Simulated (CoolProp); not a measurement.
Carbonyl sulfide at 362.05 K and 6.81 MPa is throttled through a valve to 1.86 MPa with no heat exchange. Each further row changes one setting.

The numbers come from the reference Helmholtz-energy equation of state, Lemmon 2006 in CoolProp. It is a short technical equation, of lower accuracy than the large ones.

```
case                       temperature change (K)  final phase  final density (kg/m³)
-------------------------  ----------------------  -----------  ---------------------
as stated                                       ?            ?                      ?
outlet pressure 0.558 MPa                       ?            ?                      ?
outlet pressure 2.42 MPa                        ?            ?                    219
```

**Question.** Complete the blanks.

**Answer.** 
- as stated, temperature change (K): -48.1
- as stated, final phase: two-phase, vapour fraction 0.331
- as stated, final density (kg/m³): 147
- outlet pressure 0.558 MPa, temperature change (K): -93.9
- outlet pressure 0.558 MPa, final phase: two-phase, vapour fraction 0.497
- outlet pressure 0.558 MPa, final density (kg/m³): 32.8
- outlet pressure 2.42 MPa, temperature change (K): -35.9
- outlet pressure 2.42 MPa, final phase: two-phase, vapour fraction 0.271
